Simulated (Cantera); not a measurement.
Feed: 1 mol SiH2Cl2, 0.1 mol HCl, 13 mol N2, at 998 K and 38000 Pa.

Method: chemical equilibrium by Gibbs-energy minimisation in Cantera with the NASA 1993 tables (ideal gas, pure condensed phases). Candidate condensed phases: NH4Cl, Si, Si3N4; 28 gas species. N2 is the only nitrogen source here; it is nearly inert below about 1500 K, so the nitride shown seldom forms there in practice. Kinetics and transport are ignored.

Base state: N2 0.869, HCl 0.0863, H2 0.0299, SiCl4 0.0149, SiHCl3 3.59e-5 (mole fractions); condensed: Si3N4(s).

Q: What changes in the equilibrium state with this change: temperature from 998 K to 1523 K?

A: 
```tsv
species	before	after
N2	0.869	0.864
HCl	0.0863	0.0945
H2	0.0299	0.0253
SiCl4	0.0149	0.00790
SiCl2	5.35e-8	0.00426
Cl	1.62e-9	1.79e-5
SiCl3	5.71e-6	0.00336
SiHCl3	3.59e-5	0.000238
Si3N4(s), mol	0.262	0.257
```
The tables' values for SiCl3 are old estimates; treat these amounts as uncertain.
